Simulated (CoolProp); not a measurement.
Vapour-liquid equilibrium of propylene (1) + R152A (2) at 0.00269 MPa; x and y are mole fractions of (1).

Values from CoolProp's multi-fluid Helmholtz-energy mixture model, Lemmon 2013 and Outcalt 1996; pair parameters Bell 2016.

```json
[
 {"x": "0.05", "bubble temperature (K)": "181.0", "y at the bubble point": "…", "dew temperature at overall composition x (K)": "…", "liquid density (mol/L)": "17.21"},
 {"x": "0.2", "bubble temperature (K)": "171.9", "y at the bubble point": "…", "dew temperature at overall composition x (K)": "187.1", "liquid density (mol/L)": "17.14"},
 {"x": "0.35", "bubble temperature (K)": "…", "y at the bubble point": "0.882", "dew temperature at overall composition x (K)": "184.9", "liquid density (mol/L)": "…"},
 {"x": "0.5", "bubble temperature (K)": "169.3", "y at the bubble point": "0.891", "dew temperature at overall composition x (K)": "…", "liquid density (mol/L)": "16.67"},
 {"x": "0.65", "bubble temperature (K)": "169.2", "y at the bubble point": "0.895", "dew temperature at overall composition x (K)": "178.7", "liquid density (mol/L)": "16.44"},
 {"x": "0.8", "bubble temperature (K)": "168.9", "y at the bubble point": "0.907", "dew temperature at overall composition x (K)": "173.7", "liquid density (mol/L)": "16.26"},
 {"x": "0.95", "bubble temperature (K)": "168.6", "y at the bubble point": "0.960", "dew temperature at overall composition x (K)": "168.6", "liquid density (mol/L)": "16.12"}
]
```

Q: What belongs in the gaps?

A: 
- 0.05, y at the bubble point: 0.555
- 0.05, dew temperature at overall composition x (K): 189.0
- 0.2, y at the bubble point: 0.840
- 0.35, bubble temperature (K): 169.8
- 0.35, liquid density (mol/L): 16.91
- 0.5, dew temperature at overall composition x (K): 182.2

No azeotrope shows between x = 0.05 and 0.95.

The pair parameters rest on a limited set of measurements; away from them the model extrapolates. With so large a gap from Raoult's law the liquid may split in two, which this calculation doesn't test in full.
